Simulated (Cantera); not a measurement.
**Ignition delay**

Mixture: H₂ : O₂ : N₂ = 1 : 0.227 : 1.27 (molar parts), at 2.66 atm, adiabatic and at constant volume. Ignition delay is the time to a rise of 400 K.

Detailed kinetics in Cantera: the H2/O2 subset of GRI-Mech 3.0, which has no nitrogen chemistry. The hydrogen kinetics of GRI-Mech 3.0 are dated; newer H2 mechanisms differ, most at raised pressure. Where the delays flatten at high temperature, the 400 K rule measures the pace of heat release, not the induction time.

| T0 (K) | delay (ms) |
|---|---|
| 1150 | 0.0433 |
| 1225 | 0.0229 |
| 1300 | 0.0148 |
| 1375 | 0.0106 |
| 1450 | 0.00809 |
| 1525 | 0.00649 |
| 1600 | 0.00545 |
| 1675 | 0.00477 |
| 1750 | 0.00434 |
| 1825 | 0.00409 |
